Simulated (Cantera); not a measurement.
## Ammonia decomposition in nitride growth gas

A perfectly stirred reactor is fed with NH3 : H2 = 1.8 : 16 (molar parts), at 0.197 atm; it is held at 2275 K, and followed from long to short residence time.

Detailed kinetics in Cantera: the gas-phase N/H chemistry of the illustrative SiF4/NH3 mechanism in the Surface Chemkin manual (1991). Walls and surfaces, which speed up NH3 decomposition in real reactors, are not modelled.

```tsv
τ (s)	x NH3	x H2	x H	x N2H4	x N2
0.93	0.000532	0.938	0.0166	1.15e-11	0.0453
0.34	0.00130	0.940	0.0135	4.45e-11	0.0450
0.13	0.00532	0.943	0.00786	2.54e-10	0.0432
0.048	0.0200	0.939	0.00451	1.20e-9	0.0366
0.018	0.0445	0.926	0.00327	3.20e-9	0.0254
0.0066	0.0708	0.912	0.00268	5.64e-9	0.0134
0.0025	0.0882	0.903	0.00236	6.89e-9	0.00543
0.00091	0.0970	0.899	0.00199	5.99e-9	0.00146
```
x: mole fraction; the columns are a selection and need not sum to one.
